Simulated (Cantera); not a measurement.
## Transport properties of process gases

Gas mixture: 37.4 % CO₂, 13.9 % C₂H₂, 21.7 % CH₄, 27.0 % C₂H₆, at 64.5 Torr, frozen composition.

Cantera's kinetic-theory transport with the Lennard-Jones parameters of GRI-Mech 3.0, ideal gas; thermal conductivity in the multicomponent form. The composition is frozen, though it would react at the higher temperatures.

```tsv
T (K)	ρ (kg/m³)	cp (J/kg/K)	μ (µPa s)	λ (mW/m/K)	Pr	D (cm²/s) H₂O	D (cm²/s) H	D (cm²/s) CH₃
400	0.0819	1541	16.0	33.9	0.727	3.54	19.0	3.59
550	0.0596	1845	20.9	52.9	0.729	6.57	33.7	6.34
700	0.0468	2102	25.2	72.8	0.729	10.4	51.3	9.67
850	0.0385	2308	29.1	92.4	0.728	14.8	71.7	13.5
1000	0.0328	2489	32.7	112	0.727	19.9	94.6	17.8
1150	0.0285	2634	36.1	131	0.725	25.5	120	22.6
```
D: mixture-averaged diffusion coefficient of that species in the mixture.
